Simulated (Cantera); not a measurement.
# Ignition delay

Mixture: 33.7 % H2, 13.0 % O2, 53.3 % N2, equivalence ratio 1.3, at 980000 Pa, adiabatic and at constant pressure. Ignition delay is the time to a rise of 400 K.

Computed with Cantera and GRI-Mech 3.0 (53 species, 325 reactions). The hydrogen kinetics of GRI-Mech 3.0 are dated; newer H2 mechanisms differ, most at raised pressure. Below about 950 K walls govern HO2 and H2O2 in real vessels.

```tsv
T0 (K)	delay (ms)
925	52.7
1000	8.18
1075	1.46
1150	0.248
1225	0.0253
1300	0.00542
1375	0.00292
1450	0.00196
1525	0.00145
```

```json
{
  "apparent activation energy between 1375 and 1525 K": "81 kJ/mol"
}
```
